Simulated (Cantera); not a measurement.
Charge: 1 mol Si, 2.4 mol CO2, 1.3 mol N2, equilibrated at 680 Pa.

Method: chemical equilibrium by Gibbs-energy minimisation in Cantera with the NASA 1993 tables (ideal gas, pure condensed phases). Candidate condensed phases: C, Si, SiC, SiO2, Si2N2O, Si3N4; 34 gas species. The tables hold silica as quartz up to 1696 K and as liquid above; real silica turns to tridymite and cristobalite and melts near 1996 K. Equilibrium is a limit: real reactors are often held back by kinetics, nucleation or transport.

x: gas mole fraction; n: condensed amount in mol.

```json
[
 {"T (K)": "1023", "x CO": "0.541", "x N2": "0.351", "x CO2": "0.108", "x SiO": "<1e-12", "x NO": "<1e-12", "x SiO2": "<1e-12", "n SiO2(β-quartz)": "1.00", "n SiO2(condensed)": "0"},
 {"T (K)": "1098", "x CO": "0.541", "x N2": "0.351", "x CO2": "0.108", "x SiO": "<1e-12", "x NO": "<1e-12", "x SiO2": "<1e-12", "n SiO2(β-quartz)": "1.00", "n SiO2(condensed)": "0"},
 {"T (K)": "1173", "x CO": "0.541", "x N2": "0.351", "x CO2": "0.108", "x SiO": "5.08e-12", "x NO": "…", "x SiO2": "<1e-12", "n SiO2(β-quartz)": "1.00", "n SiO2(condensed)": "0"},
 {"T (K)": "1248", "x CO": "0.541", "x N2": "0.351", "x CO2": "0.108", "x SiO": "1.21e-10", "x NO": "…", "x SiO2": "<1e-12", "n SiO2(β-quartz)": "1.00", "n SiO2(condensed)": "0"},
 {"T (K)": "1323", "x CO": "0.541", "x N2": "0.351", "x CO2": "0.108", "x SiO": "2.00e-9", "x NO": "…", "x SiO2": "<1e-12", "n SiO2(β-quartz)": "1.00", "n SiO2(condensed)": "0"},
 {"T (K)": "1398", "x CO": "0.541", "x N2": "0.351", "x CO2": "0.108", "x SiO": "2.44e-8", "x NO": "…", "x SiO2": "9.83e-12", "n SiO2(β-quartz)": "1.00", "n SiO2(condensed)": "0"},
 {"T (K)": "1473", "x CO": "0.541", "x N2": "0.351", "x CO2": "0.108", "x SiO": "2.30e-7", "x NO": "…", "x SiO2": "1.32e-10", "n SiO2(β-quartz)": "1.000", "n SiO2(condensed)": "0"},
 {"T (K)": "1548", "x CO": "0.541", "x N2": "0.351", "x CO2": "0.108", "x SiO": "1.73e-6", "x NO": "…", "x SiO2": "1.37e-9", "n SiO2(β-quartz)": "1.000", "n SiO2(condensed)": "0"},
 {"T (K)": "1623", "x CO": "0.541", "x N2": "0.351", "x CO2": "0.108", "x SiO": "1.08e-5", "x NO": "…", "x SiO2": "1.14e-8", "n SiO2(β-quartz)": "1.000", "n SiO2(condensed)": "0"},
 {"T (K)": "1698", "x CO": "0.540", "x N2": "0.351", "x CO2": "0.108", "x SiO": "5.70e-5", "x NO": "…", "x SiO2": "7.82e-8", "n SiO2(β-quartz)": "0", "n SiO2(condensed)": "1.000"},
 {"T (K)": "1773", "x CO": "0.540", "x N2": "0.351", "x CO2": "0.108", "x SiO": "0.000254", "x NO": "…", "x SiO2": "4.44e-7", "n SiO2(β-quartz)": "0", "n SiO2(condensed)": "0.999"},
 {"T (K)": "1848", "x CO": "0.539", "x N2": "0.351", "x CO2": "0.109", "x SiO": "0.000990", "x NO": "…", "x SiO2": "2.18e-6", "n SiO2(β-quartz)": "0", "n SiO2(condensed)": "0.996"}
]
```

Some entries are withheld; supply them.


- 1173, x NO: 5.10e-12
- 1248, x NO: 5.08e-11
- 1323, x NO: 3.90e-10
- 1398, x NO: 2.40e-9
- 1473, x NO: 1.23e-8
- 1548, x NO: 5.34e-8
- 1623, x NO: 2.03e-7
- 1698, x NO: 6.83e-7
- 1773, x NO: 2.08e-6
- 1848, x NO: 5.81e-6
